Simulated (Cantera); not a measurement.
# N2O furnace oxynitridation

An isothermal, constant-pressure homogeneous reactor starts with N2O : H2O : N2 = 1 : 0.012 : 0.011 (molar parts), at 1475 K and 0.109 atm.

Detailed kinetics in Cantera: GRI-Mech 3.0 (53 species, 325 reactions). GRI-Mech 3.0 was tuned for natural gas; its chemistry of N2O as a main component is partial and can be far from experiment. The temperature is held fixed by assumption; the heat of reaction is taken as removed at once.

```
t (s)        x N2O    x H2O    x H2O2      x OH    x N2      x NO      x H2
--------  --------  -------  --------  --------  ------  --------  --------
1.00e-5      0.977   0.0117    <1e-12   1.93e-7  0.0108   1.97e-6    <1e-12
3.46e-5      0.977   0.0117  6.15e-12   1.70e-6  0.0109   1.76e-5  1.82e-11
0.000119     0.977   0.0117  4.24e-10   9.57e-6  0.0112  0.000104   1.31e-9
0.000412     0.975   0.0117   1.70e-8   3.28e-5  0.0124  0.000422   3.88e-8
0.00143      0.968   0.0116   7.87e-8   7.26e-5  0.0167   0.00148   2.81e-7
0.00492      0.943   0.0115   3.64e-8   9.66e-5  0.0311   0.00494   5.08e-7
0.0170       0.866   0.0112   1.22e-8  0.000112  0.0774    0.0160   3.58e-7
0.0588       0.655   0.0104   4.24e-9  0.000120   0.203    0.0461   3.19e-7
0.203        0.283  0.00894   2.29e-9  0.000114   0.426    0.0982   3.98e-7
0.702       0.0282  0.00795   1.31e-9   8.76e-5   0.580     0.130   3.99e-7
2.42      0.000176  0.00786  2.55e-10   3.36e-5   0.598     0.132   6.73e-8
8.38       4.82e-6  0.00786  2.40e-10   3.24e-5   0.598     0.132   6.30e-8
28.9       4.78e-6  0.00786  2.41e-10   3.25e-5   0.598     0.131   6.30e-8
100        4.62e-6  0.00786  2.41e-10   3.25e-5   0.599     0.129   6.28e-8
```
x: mole fraction; the columns are a selection and need not sum to one.

Equilibrium at this temperature and pressure: N2O 2.34e-8, H2O 0.00786, H2O2 2.68e-10, OH 3.42e-5, N2 0.663, NO 0.00124, H2 5.61e-8 (gas phase only).
